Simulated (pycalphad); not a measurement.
Computed with pycalphad from the COST 507 light-alloy database (1999), at 1 atm. The data set is of 1999 and partly superseded. Phase fractions are per mole of atoms.

Q: Give the equilibrium state of Hf-52.5C (at.%) at 3000 K.

A: 
```
T = 3000.00 K, P = 101325 Pa, N = 1 mol of atoms
G = -256495 J/mol, H = -26571 J/mol, S = 76.64 J/(mol K)  (SER reference)
chemical potentials (J/mol): Hf -438008, C -92268
phase             fraction      x(Hf)       x(C)
FCC_A1              0.9474     0.5014     0.4986
GRAPHITE            0.0526       none     1.0000
```

FCC_A1 is fcc. An entry "none" or "no" means that the model of the phase leaves that element out. The fcc model also describes the rock-salt carbide or nitride (TiC, TiN, HfC).
